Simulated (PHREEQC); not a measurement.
2.2 g of hydrous ferric oxide (600 m²/g; 0.2 weak and 0.005 strong sites per Fe, Dzombak-Morel constants, diffuse double layer) in 1 kg of water with 0.01 mol/kgw of an inert sodium salt and 0.00087 mol/kgw Na2HAsO4, at 25 °C; the pH is set by adding NaOH or the inert anion's acid. Oxygen alone is held at its pressure in air (log pO2 = -0.68). No CO2 enters from the air. No solid was allowed to form.

Model: ion-association model, wateq4f.dat, run in PHREEQC.

| pH | As sorbed (%) | surface charge σ (C/m²) | surface potential ψ (mV) |
|---|---|---|---|
| 3 | 100.0 | 0.249 | 183 |
| 3.5 | 100.0 | 0.213 | … |
| 4 | 100.0 | 0.168 | … |
| 4.5 | 100.0 | 0.120 | … |
| 5 | 100.0 | 0.079 | 128 |
| 5.5 | 100.0 | 0.048 | 104 |
| 6 | 100.0 | 0.028 | … |
| 6.5 | 100.0 | … | 51 |
| 7 | 100.0 | 0.006 | 23 |
| 7.5 | 100.0 | -0.001 | … |
| 8 | 99.8 | -0.009 | … |
| 8.5 | 98.3 | -0.019 | -61 |
| 9 | 90.5 | -0.032 | -86 |

### Question
Complete the blanks.

### Answer

- 3.5, surface potential ψ (mV): 177
- 4, surface potential ψ (mV): 166
- 4.5, surface potential ψ (mV): 149
- 6, surface potential ψ (mV): 78
- 6.5, surface charge σ (C/m²): 0.015
- 7.5, surface potential ψ (mV): -5
- 8, surface potential ψ (mV): -34

The oxide is taken as insoluble; below pH 4 it would dissolve.
